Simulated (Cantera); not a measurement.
Mixture: 7.05 % CH4, 0.388 % C2H6, 12.9 % O2, 79.7 % N2, at 100000 Pa, adiabatic and at constant pressure. Ignition delay is the time to a rise of 400 K.

Cantera simulation using GRI-Mech 3.0 (53 species, 325 reactions); the numbers are that mechanism's predictions, not measurements.

### Question
Predict: delay at 1100 K; delay at 1150 K; delay at 1200 K; delay at 1250 K; delay at 1300 K; delay at 1350 K; apparent activation energy between 1250 and 1350 K.

### Answer
| Quantity | Result |
|---|---|
| delay at 1100 K | 71.0 ms |
| delay at 1150 K | 38.2 ms |
| delay at 1200 K | 20.8 ms |
| delay at 1250 K | 11.4 ms |
| delay at 1300 K | 6.30 ms |
| delay at 1350 K | 3.49 ms |
| apparent activation energy between 1250 and 1350 K | 170 kJ/mol |
